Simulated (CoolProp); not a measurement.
Vapour-liquid equilibrium of R227EA (1) + isobutane (2) at 0.0936 MPa; x and y are mole fractions of (1).

Values from CoolProp's multi-fluid Helmholtz-energy mixture model, Lemmon 2016 and Bücker 2006; pair parameters Bell 2016.

Q: Give the bubble temperature and the first vapour's composition at x = 0.05, 0.35, 0.95. Is there an azeotrope?

A: x = 0.05: -18.9 °C, y = 0.221; x = 0.35: -25.8 °C, y = 0.500; x = 0.95: -20.9 °C, y = 0.849. y crosses x between x = 0.5 and 0.65: the model has an azeotrope there.

Pair parameters are fitted to limited data, so mixtures are less certain than the pure fluids.
